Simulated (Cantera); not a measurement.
Input (Python, Cantera) and output of one run.

```python
import numpy as np
import cantera as ct

gas_names = """
    AL ALH ALN AL2 H H2 N NH NH2 NH3 N2 N2H2 N2H4
""".split()
cond_names = """
    AL(cr) AL(L) ALN(s)
""".split()


# ... load() reads the species with a 1 bar reference pressure and builds the phases ...
atoms = {
    'Al': {'AL': 1},
    'NH3': {'N': 1, 'H': 3},
    'H2': {'H': 2},
}
top_T = {'ALN(s)': 2750}  # K; cautious upper limits of use, not melting points


# ... equilibrate(T, P, feed) seeds the gas with the atoms and calls Mixture.equilibrate('TP', solver="vcs", rtol=1e-11, max_steps=5000) ...
results = []
feed = {'Al': 1, 'NH3': 280, 'H2': 13}  # mol
T = 625  # K
P = 133.322  # Pa
mix = equilibrate(T, P, feed)
results.append((T, P, feed, dict(zip(mix.species_names, mix.species_moles))))
print(gas.report(threshold=1e-05))
for i in range(1, mix.n_phases):
    print(f"{mix.phase(i).name:16s} {mix.phase_moles(i):12.5e} mol")
```

Output:

```
       temperature   625 K
          pressure   133.32 Pa
           density   0.00021425 kg/m^3
  mean mol. weight   8.351 kg/kmol
   phase of matter   gas

                          1 kg             1 kmol
                     ---------------   ---------------
          enthalpy        1.1468e+06        9.5773e+06  J
   internal energy        5.2458e+05        4.3808e+06  J
           entropy             27165        2.2686e+05  J/K
    Gibbs function       -1.5831e+07       -1.3221e+08  J
 heat capacity c_p            3532.4             29499  J/K
 heat capacity c_v            2536.7             21184  J/K

                      mass frac. Y      mole frac. X     chem. pot. / RT
                     ---------------   ---------------   ---------------
                H2           0.18258           0.75632           -23.379
               NH3        2.4282e-05        1.1906e-05           -50.989
                N2           0.81739           0.24367           -31.843
     [  +10 minor]        7.7501e-16        6.4202e-15

AL(cr)            0.00000e+00 mol
ALN(s)            1.00000e+00 mol
```

These are equilibrium values from Cantera (NASA tables, ideal gas, pure condensed phases), not measurements of a reactor.
